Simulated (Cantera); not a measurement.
**BaF₂ + N₂ (halide evaporation, hydrolysis and transport)**

Input: 1 mol BaF₂, 0.73 mol N₂, at 1.60 mbar.

Cantera equilibrium calculation (NASA polynomials, part measured and part estimated; ideal gas, pure solids and liquids). Candidate condensed phases: Ba, BaF₂; 10 gas species. Kinetics and transport are ignored.

```tsv
T (K)	x N₂	x BaF₂	x F	x BaF	x Ba	n BaF₂(s)	n BaF₂(l)
1573	0.928	0.0718	1.85e-6	1.85e-6	1.31e-12	0.944	0
1623	0.837	0.163	5.41e-6	5.41e-6	5.22e-12	0.858	0
1673	0.660	0.340	1.46e-5	1.46e-5	1.92e-11	0	0.624
1723	0.422	0.578	3.41e-5	3.41e-5	6.54e-11	0	0
1773	0.422	0.578	5.94e-5	5.94e-5	2.08e-10	0	0
1823	0.422	0.578	0.000100	0.000100	6.23e-10	0	0
1873	0.422	0.578	0.000165	0.000165	1.76e-9	0	0
1923	0.422	0.578	0.000263	0.000263	4.71e-9	0	0
1973	0.422	0.577	0.000412	0.000412	1.20e-8	0	0
2023	0.422	0.577	0.000629	0.000629	2.92e-8	0	0
2073	0.422	0.577	0.000941	0.000941	6.82e-8	0	0
2123	0.421	0.576	0.00138	0.00138	1.53e-7	0	0
2173	0.421	0.575	0.00199	0.00199	3.32e-7	0	0
2223	0.421	0.574	0.00283	0.00283	6.95e-7	0	0
```
x: gas mole fraction; n: condensed amount in mol.

From 1573 K to 1623 K the condensed part is BaF₂(s). At 1673 K the condensed part is BaF₂(l). From 1723 K to 2223 K nothing is condensed. The main Ba-bearing gas is BaF₂ throughout.
